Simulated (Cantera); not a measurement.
A diamond (100) surface in a fixed gas of H2 with x(CH4) = 0.015, x(H) = 0.00059, x(CH3) = 0.00012, 20.3 Torr; coverages are run to steady state.

Model: the Harris–Goodwin 1993 mechanism for the reconstructed diamond (100) surface, integrated in Cantera.

One state of this run: growth (µm/h) = 0.936; θ c6HH = 0.554; θ c6H* = 0.0166; θ c6*H = 0.339; θ c6** = 0.00753; θ c6HM = 0.0599. θ: site fractions in the mechanism's names (c6HH fully hydrogenated, c6H* and c6*H radical sites, c6** diradical, c6HM methylated).

Task: Which value of T (K) does it belong to?
(A) 1375
(B) 1000
(C) 925
(D) 1150

Result: B, 1000
